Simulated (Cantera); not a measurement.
A perfectly stirred reactor is fed with 23.4 % H2, 21.3 % O2, 55.3 % N2, equivalence ratio 0.55, at 0.370 bar; it is held at 1250 K, and followed from long to short residence time.

Computed with Cantera and the H2/O2 subset of GRI-Mech 3.0, which has no nitrogen chemistry. The temperature is held fixed by assumption; the heat of reaction is taken as removed at once.

### Question
Predict: x(H2) at τ = 0.730 s; x(O2) at τ = 0.730 s; x(OH) at τ = 0.730 s; x(O) at τ = 0.730 s; x(HO2) at τ = 0.730 s; x(H2) at τ = 41.0 ms; x(O2) at τ = 41.0 ms; x(OH) at τ = 41.0 ms; x(O) at τ = 41.0 ms; x(HO2) at τ = 41.0 ms.

### Answer
| Property | Value |
|---|---|
| x(H2) at τ = 0.730 s | 0.000192 |
| x(O2) at τ = 0.730 s | 0.108 |
| x(OH) at τ = 0.730 s | 0.000313 |
| x(O) at τ = 0.730 s | 4.22e-5 |
| x(HO2) at τ = 0.730 s | 5.87e-6 |
| x(H2) at τ = 41.0 ms | 0.00127 |
| x(O2) at τ = 41.0 ms | 0.109 |
| x(OH) at τ = 41.0 ms | 0.000826 |
| x(O) at τ = 41.0 ms | 0.000309 |
| x(HO2) at τ = 41.0 ms | 2.30e-5 |
